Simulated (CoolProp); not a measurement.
A closed Brayton cycle with carbon dioxide: compressor inlet 308.15 K and 7.6 MPa, high pressure 14.9 MPa, turbine inlet 840 K, compressor efficiency 0.85, turbine efficiency 0.85, recuperator effectiveness 0 (on enthalpy, no pinch check). Each further row changes one setting.

The numbers come from the reference Helmholtz-energy equation of state, Span 1996 in CoolProp.

| case | thermal efficiency (%) | net work (kJ/kg) | compressor to turbine work | compressor exit (K) | turbine exit (K) |
|---|---|---|---|---|---|
| as stated | 9.8 | 63.2 | 0.27 | 353.9 | 762.5 |
| turbine inlet 790 K | 9.9 | 57.5 | 0.29 | 353.9 | 715.3 |
| compressor inlet 318.15 K | 9.4 | 55.9 | 0.36 | 373.2 | 762.5 |
| high pressure 12.7 MPa | 7.6 | 49.7 | 0.26 | 342.9 | 780.5 |
| recuperator effectiveness 0.5 | 15.6 | 63.2 | 0.27 | 353.9 | 762.5 |
